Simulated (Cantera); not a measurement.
A closed system holds: 1 mol Si, 0.026 mol O2, 190 mol H2, equilibrated at 1.00 bar.

These are equilibrium values from Cantera (NASA tables, ideal gas, pure condensed phases), not measurements of a reactor. Candidate condensed phases: H2O, Si, SiO2; 18 gas species. Mutual solubility and eutectic melting of coexisting phases are not modelled. The tables hold silica as quartz up to 1696 K and as liquid above; real silica turns to tridymite and cristobalite and melts near 1996 K. Gases not in the tables: Si2H6 and higher silanes. Rates play no part.

Q: Which condensed phases are stable at each of these points (T (K)): 950, 1150, 1350, 1550, 1750, 1950, 2150?

A: 
```tsv
T (K)	condensed phases	Si condensed (%)
950	Si(s) + SiO2(β-quartz)	100.0
1150	Si(s) + SiO2(β-quartz)	100.0
1350	Si(s) + SiO2(β-quartz)	99.5
1550	Si(s)	94.7
1750	Si(l)	94.3
1950	Si(l)	92.5
2150	Si(l)	83.8
```

From 950 K to 1350 K the condensed part is Si(s) + SiO2(β-quartz). At 1550 K the condensed part is Si(s). From 1750 K to 2150 K the condensed part is Si(l).
